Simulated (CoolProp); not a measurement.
Vapour-liquid equilibrium of dimethyl ether (1) + isobutane (2) at -82.55 °C; x and y are mole fractions of (1).

Computed with CoolProp (multi-fluid Helmholtz-energy mixture model, Wu 2011 and Bücker 2006; pair parameters Bell 2016).

| x | bubble pressure (MPa) | y at the bubble point | dew pressure at overall composition x (MPa) | liquid density (mol/L) |
|---|---|---|---|---|
| 0.05 | 0.002151 | 0.181 | 0.001926 | 11.68 |
| 0.15 | 0.002604 | 0.383 | 0.002095 | 12.11 |
| 0.25 | 0.002911 | 0.495 | 0.002291 | 12.58 |
| 0.35 | 0.003120 | 0.568 | 0.002520 | 13.08 |
| 0.45 | 0.003263 | 0.623 | 0.002783 | 13.63 |
| 0.55 | 0.003361 | 0.669 | 0.003068 | 14.22 |
| 0.65 | 0.003427 | 0.714 | 0.003324 | 14.85 |
| 0.75 | 0.003462 | 0.765 | 0.003455 | 15.55 |
| 0.85 | 0.003454 | 0.831 | 0.003444 | 16.31 |
| 0.95 | 0.003375 | 0.929 | 0.003352 | 17.14 |

y crosses x between x = 0.75 and 0.85: the model has an azeotrope there.

Pair parameters are fitted to limited data, so mixtures are less certain than the pure fluids.
